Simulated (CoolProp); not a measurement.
Vapour-liquid equilibrium of R22 (1) + cyclohexane (2) at 66.55 °C; x and y are mole fractions of (1).

The numbers come from the multi-fluid Helmholtz-energy mixture model, Kamei 1995 and Zhou 2014; pair parameters Bell 2016 in CoolProp.

| x | bubble pressure (kPa) | y at the bubble point | dew pressure at overall composition x (kPa) | liquid density (mol/L) |
|---|---|---|---|---|
| 0.05 | 304.1 | 0.782 | 68.30 | 8.872 |
| 0.125 | 622.9 | (withheld) | 74.25 | 9.107 |
| 0.2 | 894.8 | 0.923 | (withheld) | 9.348 |
| 0.275 | 1124 | 0.938 | 89.85 | (withheld) |
| 0.35 | 1317 | 0.947 | (withheld) | 9.840 |
| 0.425 | 1481 | 0.953 | 113.6 | 10.09 |
| 0.5 | (withheld) | 0.958 | 130.9 | 10.34 |
| 0.575 | 1760 | (withheld) | 154.4 | 10.58 |
| 0.65 | 1892 | 0.966 | 188.0 | (withheld) |
| 0.725 | 2032 | 0.971 | 240.3 | 11.04 |
| 0.8 | 2189 | 0.976 | 332.9 | 11.24 |
| 0.875 | 2375 | 0.983 | 541.2 | 11.40 |
| 0.95 | 2604 | 0.992 | 1392 | 11.48 |

**Question.** Some entries are withheld; supply them.

**Answer.** 
- 0.125, y at the bubble point: 0.891
- 0.2, dew pressure at overall composition x (kPa): 81.32
- 0.275, liquid density (mol/L): 9.592
- 0.35, dew pressure at overall composition x (kPa): 100.4
- 0.5, bubble pressure (kPa): 1626
- 0.575, y at the bubble point: 0.962
- 0.65, liquid density (mol/L): 10.82

No azeotrope shows between x = 0.05 and 0.95.

The pair parameters rest on a limited set of measurements; away from them the model extrapolates. The gap from Raoult's law changes sign with composition, which may be real or a fault of the pair parameters; it wasn't checked against measurements. With so large a gap from Raoult's law the liquid may split in two, which this calculation doesn't test in full.
